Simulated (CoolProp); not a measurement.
Vapour-liquid equilibrium of R125 (1) + fluoroethane (R161) (2) at 7.53 bar; x and y are mole fractions of (1).

The numbers come from the multi-fluid Helmholtz-energy mixture model, Lemmon 2005 and Wu 2012; pair parameters Bell 2016 in CoolProp.

Problem. Give the bubble temperature and the first vapour's composition at x = 0.05, 0.5, 0.65. Is there an azeotrope?

Solution. x = 0.05: 17.0 °C, y = 0.065; x = 0.5: 9.4 °C, y = 0.600; x = 0.65: 7.2 °C, y = 0.731. No azeotrope shows between x = 0.05 and 0.95.

Pair parameters are fitted to limited data, so mixtures are less certain than the pure fluids. The gap from Raoult's law changes sign with composition, which may be real or a fault of the pair parameters; it wasn't checked against measurements.
